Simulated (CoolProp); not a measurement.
Vapour-liquid equilibrium of n-pentane (1) + acetone (2) at 0.201 MPa; x and y are mole fractions of (1).

Computed with CoolProp (multi-fluid Helmholtz-energy mixture model, Thol 2019 and Lemmon 2006; pair parameters Bell 2016).

Problem. Give the bubble temperature and the first vapour's composition at x = 0.2, 0.5, 0.725. Is there an azeotrope?

Solution. x = 0.2: 333.0 K, y = 0.500; x = 0.5: 327.6 K, y = 0.649; x = 0.725: 326.8 K, y = 0.724. y crosses x between x = 0.65 and 0.725: the model has an azeotrope there.

The pair parameters rest on a limited set of measurements; away from them the model extrapolates.
